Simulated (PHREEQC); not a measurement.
## Acid rinse or clean: speciation

Make-up at 20 °C: 0.0041 mol H2SO4, 0.0085 mol FeCl3 and 0.016 mol CuCl2 per kg of water. Closed to the air; pH follows from the charge balance.

All values are PHREEQC results (ion-association model, wateq4f.dat), not measurements.

Each row changes one thing in this solution. No solid was allowed to form.

| case | pH | ionic strength (mol/kgw) | Cl- (mol/kgw) | Fe+3 (mol/kgw) | FeCl+2 (mol/kgw) | FeOH+2 (mol/kgw) | SI of Goethite (FeOOH) | SI of Hematite (Fe2O3) |
|---|---|---|---|---|---|---|---|---|
| as made | 2.12 | 0.0851 | 0.0548 | 0.00295 | 0.00157 | 0.000899 | +3.93 | +9.85 |
| H2SO4 left out | 2.46 | 0.0883 | 0.0549 | 0.00285 | 0.00151 | 0.00189 | +4.93 | +11.84 |
| H2SO4 from 0.0041 to 0.041 mol/kgw | 1.31 | 0.124 | 0.0565 | 0.000730 | 0.000368 | 3.26e-5 | +0.81 | +3.61 |
| CuCl2 left out | 2.10 | 0.0388 | 0.0245 | 0.00307 | 0.000870 | 0.00100 | +4.04 | +10.06 |
| temperature from 20 to 85 °C | 2.02 | 0.0728 | 0.0497 | 0.000634 | 0.00161 | 0.00367 | +4.86 | +11.96 |
| H2SO4 from 0.0041 to 0.0205 mol/kgw | 1.55 | 0.0970 | 0.0561 | 0.00119 | 0.000626 | 9.62e-5 | +1.81 | +5.60 |

Species that the database lacks are ignored. Some of these states are supersaturated (in Hematite (slow to form), Goethite (slow to form), for instance). Constants without temperature data keep their 25 °C values here.
